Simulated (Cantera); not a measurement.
A counterflow diffusion flame at 1.01 bar, nozzles 20 mm apart: fuel side 34.3 % CH4, 9.27 % C2H6, 1.48 % C3H8, 54.9 % N2 at 475 K, oxidiser side 23.0 % O2, 77.0 % N2 at 475 K, fuel mass flux 0.82 times the oxidiser's; mixture-averaged transport, no radiation.

Cantera simulation using GRI-Mech 3.0 (53 species, 325 reactions); the numbers are that mechanism's predictions, not measurements. GRI-Mech 3.0 has no aromatics or soot, which form on the fuel side of real flames. The maximum strain rate includes the flame's own expansion and is several times the mean.

x: mole fraction; the columns are a selection and need not sum to one.

| oxidiser flux (kg/m²/s) | max strain (1/s) | mean strain (1/s) | T max (K) | peak x OH | peak x H | peak x NO | peak x CO | peak x C2H2 |
|---|---|---|---|---|---|---|---|---|
| 0.25 | 159 | 33.3 | 2079 | 0.00729 | 0.00352 | 0.000269 | 0.0507 | 0.0162 |
| 0.37 | 226 | 49.2 | 2060 | 0.00732 | 0.00377 | 0.000247 | 0.0504 | 0.0152 |
| 0.54 | ? | 71.8 | 2040 | 0.00730 | 0.00400 | ? | 0.0502 | 0.0142 |
| 0.79 | 453 | 105 | 2020 | 0.00722 | 0.00423 | 0.000195 | 0.0502 | 0.0132 |
| 1.2 | ? | 160 | 1997 | 0.00708 | 0.00444 | ? | 0.0503 | ? |
| 1.7 | 922 | 226 | 1973 | 0.00684 | 0.00455 | 0.000130 | 0.0506 | 0.0108 |
| 2.5 | 1320 | 333 | 1940 | 0.00642 | 0.00454 | 9.31e-5 | 0.0511 | 0.00920 |
| 3.6 | 1850 | 479 | 1899 | 0.00577 | 0.00432 | 5.80e-5 | 0.0518 | 0.00727 |
| 5.2 | 2580 | 692 | 1828 | 0.00459 | 0.00358 | 2.37e-5 | 0.0525 | 0.00459 |

Q: Some entries are withheld; supply them.

A: 
- 0.54, max strain (1/s): 319
- 0.54, peak x NO: 0.000223
- 1.2, max strain (1/s): 668
- 1.2, peak x NO: 0.000161
- 1.2, peak x C2H2: 0.0120
